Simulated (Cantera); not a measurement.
A closed system holds: 1 mol SiH2Cl2, 0.82 mol CH4, 410 mol H2, equilibrated at 1475 °C and 4.60 mbar.

Method: chemical equilibrium by Gibbs-energy minimisation in Cantera with the NASA 1993 tables (ideal gas, pure condensed phases). Candidate condensed phases: C, C6H6, C7H8, C8H18, Si, SiC; 109 gas species. The tables' values for SiCl are old estimates; treat these amounts as uncertain. Gases not in the tables: Si2H6 and higher silanes. Kinetics and transport are ignored.

Base state: H2 0.992, HCl 0.00466, H 0.00335, Si 0.000301, SiCl2 6.95e-5, SiH 2.70e-5, SiH2 1.93e-5, Cl 1.22e-5 (mole fractions); condensed: SiC(s).

Question: What changes in the equilibrium state with this change: H2 from 410 to 30 mol?

Answer: 
```
species       before     after
-----------  -------  --------
H2             0.992     0.942
HCl          0.00466    0.0490
SiCl2        6.95e-5   0.00503
SiCl3        1.41e-8   1.10e-5
Cl           1.22e-5  0.000131
SiCl         1.14e-5   7.63e-5
SiH2         1.93e-5   1.15e-5
SiH          2.70e-5   1.64e-5
SiC(s), mol    0.819     0.820
```
The tables' values for SiCl, SiCl3 are old estimates; treat these amounts as uncertain.
